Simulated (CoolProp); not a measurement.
Computed with CoolProp (reference Helmholtz-energy equation of state, de Reuck 1993).

Task: For methanol, give the phase and the cp (kJ/(kg K)), isothermal compressibility (1/MPa), expansivity (1/kK) at 436.2 K and 3180 kPa; 436.2 K and 21700 kPa.

Result: 
- 436.2 K and 3180 kPa: liquid; cp 4.04, isothermal compressibility 0.00510, expansivity 2.79
- 436.2 K and 21700 kPa: liquid; cp 3.71, isothermal compressibility 0.00263, expansivity 1.83
